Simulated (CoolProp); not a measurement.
Vapour-liquid equilibrium of propylene (1) + R125 (2) at 179.2 K; x and y are mole fractions of (1).

Computed with CoolProp (multi-fluid Helmholtz-energy mixture model, Lemmon 2013 and Lemmon 2005; pair parameters Bell 2016).

| x | bubble pressure (MPa) | y at the bubble point | dew pressure at overall composition x (MPa) | liquid density (mol/L) |
|---|---|---|---|---|
| 0.05 | 0.006557 | 0.234 | 0.005498 | 13.97 |
| 0.2 | 0.008462 | 0.466 | 0.006337 | 14.16 |
| 0.35 | 0.008993 | 0.530 | 0.007431 | 14.38 |
| 0.5 | 0.009109 | 0.555 | 0.008761 | 14.64 |
| 0.65 | 0.009096 | 0.579 | 0.008722 | 14.94 |
| 0.8 | 0.008813 | 0.636 | 0.007692 | 15.28 |
| 0.95 | 0.007496 | 0.830 | 0.006782 | 15.66 |

y crosses x between x = 0.5 and 0.65: the model has an azeotrope there.

Pair parameters are fitted to limited data, so mixtures are less certain than the pure fluids. With so large a gap from Raoult's law the liquid may split in two, which this calculation doesn't test in full.
